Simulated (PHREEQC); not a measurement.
MgCl2 is added in steps, without added water, to 1 kg of water holding 0.0021 mol HBr and 0.083 mol ZnSO4, at 25 °C. O2 is buffered at 0.21 atm. No CO2 enters from the air. Solids allowed: Brucite, Zincite(c), Zn4(OH)6SO4, Zn5(OH)8Cl2, Epsomite, Goslarite. Others were left out.

Base run: PHREEQC, ion-association model, wateq4f.dat. Each further column changes one thing. The table gives pH.

```tsv
MgCl2 added (mol)	base	all activity coefficients set to 1	Debye-Hückel limiting law	Davies equation for every ion
0	3.09	3.02	3.13	3.10
0.0075	3.08	2.99	3.13	3.10
0.015	3.07	2.97	3.13	3.09
0.03	3.06	2.92	3.14	3.08
0.0375	3.05	2.90	3.14	3.07
0.045	3.05	2.89	3.14	3.07
0.0525	3.04	2.87	3.14	3.06
0.0675	3.03	2.85	3.14	3.05
0.075	3.03	2.84	3.15	3.05
0.0825	3.03	2.83	3.15	3.04
0.09	3.02	2.82	3.15	3.04
0.105	3.02	2.81	3.16	3.03
0.1125	3.01	2.80	3.16	3.03
0.12	3.01	2.80	3.16	3.02
```
